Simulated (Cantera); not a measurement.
An adiabatic, constant-pressure homogeneous reactor starts with CH₄ : H₂ : O₂ : N₂ = 1 : 0.2 : 0.913 : 3.43 (molar parts), equivalence ratio 2.3, at 975 K and 500000 Pa. Integrator tolerance rtol = 1e-08.

Model: GRI-Mech 3.0 (53 species, 325 reactions), integrated in Cantera. Below about 1000 K GRI-Mech 3.0 lacks low-temperature oxidation paths.

Problem. What does this change do: CH4 1 to 0.79 parts?

Solution. 
```
quantity                                                            before                                      after
---------------------------------  ---------------------------------------  -----------------------------------------
time of steepest temperature rise                                  29.6 ms                                    27.7 ms
temperature at 0.700 s                                              1949 K                                     2222 K
equilibrium temperature                                             1949 K                                     2222 K
x(CH₄) at 0.700 s                  2.08e-8 (gas-phase equilibrium 2.36e-8)  6.40e-10 (gas-phase equilibrium 7.27e-10)
x(H₂) at 0.700 s                       0.222 (gas-phase equilibrium 0.222)        0.145 (gas-phase equilibrium 0.145)
x(O₂) at 0.700 s                   1.85e-9 (gas-phase equilibrium 1.85e-9)    3.77e-7 (gas-phase equilibrium 3.77e-7)
x(C₂H₆) at 0.700 s                   <1e-12 (gas-phase equilibrium <1e-12)      <1e-12 (gas-phase equilibrium <1e-12)
x(OH) at 0.700 s                   1.07e-5 (gas-phase equilibrium 1.07e-5)  0.000164 (gas-phase equilibrium 0.000164)
```

Problem. What does this change do: initial temperature 975 to 1125 K?

Solution. 
```
quantity                                                            before                                    after
---------------------------------  ---------------------------------------  ---------------------------------------
time of steepest temperature rise                                  29.6 ms                                  5.05 ms
temperature at 0.700 s                                              1949 K                                   2082 K
equilibrium temperature                                             1949 K                                   2082 K
x(CH₄) at 0.700 s                  2.08e-8 (gas-phase equilibrium 2.36e-8)  8.50e-9 (gas-phase equilibrium 9.71e-9)
x(H₂) at 0.700 s                       0.222 (gas-phase equilibrium 0.222)      0.221 (gas-phase equilibrium 0.221)
x(O₂) at 0.700 s                   1.85e-9 (gas-phase equilibrium 1.85e-9)  1.38e-8 (gas-phase equilibrium 1.38e-8)
x(C₂H₆) at 0.700 s                   <1e-12 (gas-phase equilibrium <1e-12)    <1e-12 (gas-phase equilibrium <1e-12)
x(OH) at 0.700 s                   1.07e-5 (gas-phase equilibrium 1.07e-5)  3.39e-5 (gas-phase equilibrium 3.39e-5)
```
